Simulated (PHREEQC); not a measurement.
Metal-bearing waste water (model solution)

Dissolve 0.0043 mol ZnSO4, 0.00043 mol CuCl2 and 0.015 mol H2SO4 per kg of water at 25 °C. Closed to the air; pH follows from the charge balance.

Computed with PHREEQC (ion-association model, phreeqc.dat).

Each row changes one thing in this solution. Precipitation was switched off in this run.

| case | pH | ionic strength (mol/kgw) | HSO4- (mol/kgw) | SO4-2 (mol/kgw) | Zn+2 (mol/kgw) | ZnSO4 (mol/kgw) | SI of Zn(OH)2(e) (Zn(OH)2) |
|---|---|---|---|---|---|---|---|
| as made | 1.74 | 0.0391 | 0.00899 | 0.00860 | 0.00282 | 0.00138 | -10.87 |
| 0.00064 mol/kgw CO2 added | 1.74 | 0.0391 | 0.00899 | 0.00860 | 0.00282 | 0.00138 | -10.87 |
| diluted 5-fold with water | 2.33 | 0.0100 | 0.000913 | 0.00273 | 0.000666 | 0.000189 | -10.19 |
| 0.0003 mol/kgw HF added | 1.74 | 0.0391 | 0.00899 | 0.00860 | 0.00282 | 0.00138 | -10.87 |
